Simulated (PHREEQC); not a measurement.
Dissolve 0.15 mol/kgw H2SO4, 0.00012 mol/kgw Al2(SO4)3 and 0.00066 mol/kgw Fe2(SO4)3 at 38 °C. Closed to the air; pH follows from the charge balance.

Computed with PHREEQC (ion-association model, phreeqc.dat).

| quantity | before | after |
|---|---|---|
| pH | 0.87 | 3.06 |
| ionic strength (mol/kgw) | 0.190 | 0.00579 |
| HSO4- (mol/kgw) | 0.132 | 0.000139 |
| SO4-2 (mol/kgw) | 0.0192 | 0.00156 |
| Al+3 (mol/kgw) | 4.39e-5 | 7.00e-5 |
| Al(SO4)2- (mol/kgw) | 3.01e-5 | 6.13e-6 |
| SI of Gibbsite (Al(OH)3) | -10.05 | -2.67 |

### Question
Name the change that produced these shifts.
(A) temperature from 38 to 35 °C
(B) Fe2(SO4)3 from 0.00066 to 0.000132 mol/kgw
(C) Fe2(SO4)3 replaced by KHSO4 at the same molality
(D) Al2(SO4)3 from 0.00012 to 0.000132 mol/kgw
(E) H2SO4 left out

### Answer
E, H2SO4 left out

No solid was allowed to form. Some of these states are supersaturated (in Hematite (slow to form), Goethite (slow to form), for instance). At this temperature some constants are extrapolated from 25 °C, and those without enthalpy data are left unchanged.
